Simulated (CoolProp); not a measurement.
Model: reference Helmholtz-energy equation of state, de Reuck 1993, in CoolProp.

Question: Give the vapour pressure (MPa), liquid density (kg/m³), enthalpy of vaporisation (kJ/kg), vapour Z of saturated methanol at 94.85 °C.

Answer: 
```tsv
T (°C)	p (MPa)	liquid density (kg/m³)	enthalpy of vaporisation (kJ/kg)	vapour Z
94.85	0.300	717	1030	0.912
```
